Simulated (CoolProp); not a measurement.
Vapour-liquid equilibrium of o-xylene (1) + n-nonane (2) at 102.45 °C; x and y are mole fractions of (1).

Values from CoolProp's multi-fluid Helmholtz-energy mixture model, Zhou 2012 and Lemmon 2006; pair parameters Bell 2016.

| x | bubble pressure (MPa) | y at the bubble point | dew pressure at overall composition x (MPa) | liquid density (mol/L) |
|---|---|---|---|---|
| 0.05 | 0.02357 | 0.072 | 0.02339 | 5.169 |
| 0.125 | 0.02438 | 0.172 | 0.02399 | 5.310 |
| 0.2 | 0.02514 | 0.263 | 0.02461 | 5.457 |
| 0.275 | 0.02583 | 0.346 | 0.02524 | 5.612 |
| 0.35 | 0.02646 | 0.422 | 0.02587 | 5.775 |
| 0.425 | 0.02701 | 0.493 | 0.02648 | 5.946 |
| 0.5 | 0.02749 | 0.560 | 0.02706 | 6.126 |
| 0.575 | 0.02790 | 0.624 | 0.02759 | 6.315 |
| 0.65 | 0.02825 | 0.687 | 0.02805 | 6.516 |
| 0.725 | 0.02852 | 0.749 | 0.02842 | 6.728 |
| 0.8 | 0.02872 | 0.813 | 0.02868 | 6.952 |
| 0.875 | 0.02883 | 0.879 | 0.02883 | 7.189 |
| 0.95 | 0.02886 | 0.949 | 0.02886 | 7.441 |

y crosses x between x = 0.875 and 0.95: the model has an azeotrope there.

The pair parameters rest on a limited set of measurements; away from them the model extrapolates.
